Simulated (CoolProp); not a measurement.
Properties of ethanol along the isotherm 346.85 °C.

Values from CoolProp's reference Helmholtz-energy equation of state, Schroeder 2014.

```csv
p (bar),phase,density (kg/m³),cp (kJ/(kg K)),cv (kJ/(kg K)),isothermal compressibility (1/MPa),conductivity (mW/(m K))
0.297,gas,0.2656,2.400,2.219,33.69,53.5
0.677,gas,0.6058,2.403,2.221,14.79,53.5
1.54,gas,1.380,2.408,2.224,6.513,53.7
3.5,gas,3.149,2.421,2.231,2.877,54.0
7.98,gas,7.244,2.451,2.248,1.273,54.7
18.2,gas,16.87,2.524,2.289,0.5704,56.6
41.3,gas,40.31,2.719,2.387,0.2659,61.4
94,supercritical,107.0,3.431,2.650,0.1421,77.2
```

Thermal conductivity comes from a separate model (Assael 2013).
